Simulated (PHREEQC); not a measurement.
**Buffer (model solution)**

Solution (65 °C): 1 mmol/kgw KHCO3 and 0.23 mmol/kgw NaF. Closed to the air; pH follows from the charge balance.

The numbers come from PHREEQC with the ion-association model, wateq4f.dat.

| Quantity | Value |
|---|---|
| pH | 7.97 |
| ionic strength | 0.00124 mol/kgw |
| total alkalinity | 1.00 meq/kg |

```
species  molality  activity   log γ
-------  --------  --------  ------
K+        0.00100  0.000958  -0.019
HCO3-    0.000972  0.000932  -0.018
F-       0.000230  0.000220  -0.019
Na+      0.000230  0.000220  -0.018
CO2       1.96e-5   1.96e-5   0.000
OH-       1.19e-5   1.13e-5  -0.019
CO3-2     7.64e-6   6.46e-6  -0.073
NaCO3-    1.64e-7   1.57e-7  -0.018
NaHCO3    1.15e-7   1.15e-7   0.000
NaF       2.79e-8   2.79e-8   0.000
H+        1.10e-8   1.06e-8  -0.018
HF        7.59e-9   7.59e-9   0.000
```

Precipitation was switched off in this run. Constants without temperature data keep their 25 °C values here.
